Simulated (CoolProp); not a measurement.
Isobutane along the isobar 873 kPa: density (kg/m³) from the reference equation and from simpler models built on Tc = 134.7 °C, pc = 3629 kPa, ω = 0.184; each cubic takes its own stable root.

Values from CoolProp's reference Helmholtz-energy equation of state, Bücker 2006.

```json
[
 {"T (°C)": "119.55", "phase": "gas", "reference": "17.25", "Redlich-Kwong": "17.22", "Soave-Redlich-Kwong": "17.25", "Peng-Robinson": "17.43"},
 {"T (°C)": "137.85", "phase": "gas", "reference": "16.22", "Redlich-Kwong": "16.22", "Soave-Redlich-Kwong": "16.22", "Peng-Robinson": "16.38"},
 {"T (°C)": "156.05", "phase": "gas", "reference": "15.33", "Redlich-Kwong": "15.35", "Soave-Redlich-Kwong": "15.33", "Peng-Robinson": "15.47"},
 {"T (°C)": "174.25", "phase": "gas", "reference": "14.55", "Redlich-Kwong": "14.58", "Soave-Redlich-Kwong": "14.55", "Peng-Robinson": "14.67"},
 {"T (°C)": "192.45", "phase": "gas", "reference": "13.86", "Redlich-Kwong": "13.90", "Soave-Redlich-Kwong": "13.85", "Peng-Robinson": "13.97"},
 {"T (°C)": "210.75", "phase": "gas", "reference": "13.24", "Redlich-Kwong": "13.28", "Soave-Redlich-Kwong": "13.23", "Peng-Robinson": "(withheld)"},
 {"T (°C)": "228.95", "phase": "gas", "reference": "12.68", "Redlich-Kwong": "12.73", "Soave-Redlich-Kwong": "12.67", "Peng-Robinson": "12.76"},
 {"T (°C)": "247.15", "phase": "gas", "reference": "12.17", "Redlich-Kwong": "12.22", "Soave-Redlich-Kwong": "12.16", "Peng-Robinson": "(withheld)"},
 {"T (°C)": "265.35", "phase": "gas", "reference": "11.71", "Redlich-Kwong": "(withheld)", "Soave-Redlich-Kwong": "11.69", "Peng-Robinson": "11.77"},
 {"T (°C)": "283.65", "phase": "gas", "reference": "11.28", "Redlich-Kwong": "11.32", "Soave-Redlich-Kwong": "11.26", "Peng-Robinson": "11.33"},
 {"T (°C)": "301.85", "phase": "gas", "reference": "10.88", "Redlich-Kwong": "10.93", "Soave-Redlich-Kwong": "10.86", "Peng-Robinson": "10.93"}
]
```

**Question.** Complete the blanks.

**Answer.** 
- 210.75, Peng-Robinson: 13.33
- 247.15, Peng-Robinson: 12.24
- 265.35, Redlich-Kwong: 11.75
